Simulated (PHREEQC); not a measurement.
## Reverse-osmosis reject: an equilibrium model

Model water analysis in mmol/kgw, 25 °C, pH 8.72:

```csv
constituent,mmol/kgw
Na,148
K,1.5
Ca,1.09
Mg,16.6
Cl,174
S(6),4.19
Alkalinity (meq/kgw),0.519
Si,1.3
```

Valence states are taken as typed.

Computed with PHREEQC (Pitzer model, pitzer.dat).

Each row changes one thing in this solution. No solid was allowed to form.

```tsv
case	HCO3- (mol/kgw)	H3SiO4- (mol/kgw)	MgCO3 (mol/kgw)	MgOH+ (mol/kgw)	CO2 (mol/kgw)	H2SiO4-2 (mol/kgw)	SI of Magnesite (MgCO3)	SI of SiO2(a) (SiO2)
as made	0.000270	0.000144	2.21e-5	4.58e-6	8.52e-7	2.00e-8	+0.25	-0.26
Mg from 16.6 to 33.2 mmol/kgw	0.000234	…	…	8.93e-6	6.95e-7	2.32e-8	+0.45	-0.26
pH from 8.72 to 9.02 at the same alkalinity	0.000140	0.000258	2.28e-5	9.14e-6	…	7.17e-8	+0.26	-0.31
Na from 148 to 444 mmol/kgw	0.000258	0.000172	1.42e-5	3.46e-6	…	…	+0.06	-0.25
```

Problem. Complete the blanks.

Solution. 
- Mg from 16.6 to 33.2 mmol/kgw, H3SiO4- (mol/kgw): 0.000152
- Mg from 16.6 to 33.2 mmol/kgw, MgCO3 (mol/kgw): 3.47e-5
- pH from 8.72 to 9.02 at the same alkalinity, CO2 (mol/kgw): 2.21e-7
- Na from 148 to 444 mmol/kgw, CO2 (mol/kgw): 7.35e-7
- Na from 148 to 444 mmol/kgw, H2SiO4-2 (mol/kgw): 3.32e-8

Some of these states are supersaturated (in Magnesite (slow to form), for instance).
